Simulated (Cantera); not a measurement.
Input (Python, Cantera) and output of one run.

```python
import numpy as np
import cantera as ct

gas_names = """
    B BH BH2 BH3 BN B2 H H2 N NH NH2 NH3 N2 N2H2 N2H4
""".split()
cond_names = """
    B(b) B(L) BN(s)
""".split()


# ... load() reads the species with a 1 bar reference pressure and builds the phases ...
atoms = {
    'borazine': {'B': 3, 'N': 3, 'H': 6},
    'N2': {'N': 2},
}
top_T = {'BN(s)': 3200}  # K; cautious upper limits of use, not melting points


# ... equilibrate(T, P, feed) seeds the gas with the atoms and calls Mixture.equilibrate('TP', solver="vcs", rtol=1e-11, max_steps=5000) ...
results = []
feed = {'borazine': 1, 'N2': 2.9}  # mol
T = 1375  # K
P = 680  # Pa
mix = equilibrate(T, P, feed)
results.append((T, P, feed, dict(zip(mix.species_names, mix.species_moles))))
x = sorted(zip(gas.X, gas.species_names), reverse=True)
print(f"T = {T:g} K  P = {P:g} Pa  gas = {mix.phase_moles(0):.4g} mol")
print("   x: " + "  ".join(f"{s} {v:.3e}" for v, s in x if v > 1e-05))
print("   condensed (mol): " + ("  ".join(f"{mix.phase(i).name} {mix.phase_moles(i):.4g}"
      for i in range(1, mix.n_phases) if mix.phase_moles(i) > 1e-12) or "none"))
```

Result:

```
T = 1375 K  P = 680 Pa  gas = 5.9 mol
   x: H2 5.085e-01  N2 4.915e-01  H 2.963e-05
   condensed (mol): BN(s) 3
```

Method: chemical equilibrium by Gibbs-energy minimisation in Cantera with the NASA 1993 tables (ideal gas, pure condensed phases). The feed counts by its element totals alone.
